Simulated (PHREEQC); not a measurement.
Consider water at 20 °C with 0.0077 mol/kgw NaOH, 0.0003 mol/kgw CO2 and 0.57 mol/kgw Na2CO3. Closed to the air; pH follows from the charge balance.

Model: ion-association model, phreeqc.dat, run in PHREEQC.

This is a speciation only: nothing precipitates in the calculation.

**Question.** Order these C species by the share of C that they hold, largest first: HCO3-, CO3-2, NaCO3-.

**Answer.** NaCO3- (66 %), CO3-2 (34 %), HCO3- (0.29 %)

The pH is 11.90 and the ionic strength 0.965 mol/kgw. Ionic strength above about 0.7 mol/kgw puts this run outside the model's range.
